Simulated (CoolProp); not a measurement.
c-C4F8 (RC318) at 427.62 K and 4.61 MPa is compressed adiabatically to 35.4 MPa with isentropic efficiency 0.8. Each further row changes one setting.

Values from CoolProp's reference Helmholtz-energy equation of state, Platzer 1990. This equation is an older, rougher fit; its heat capacities, sound speeds and derivatives of the liquid may be far off and weren't checked against measurements.

```tsv
case	work (kJ/kg)	final temperature (K)	final density (kg/m³)
as stated	38.0	…	1210
efficiency 1	30.4	476.2	…
efficiency 0.65	46.7	…	1200
```

Task: Fill in the missing entries.

Result: 
- as stated, final temperature (K): 482.6
- efficiency 1, final density (kg/m³): 1230
- efficiency 0.65, final temperature (K): 490.0
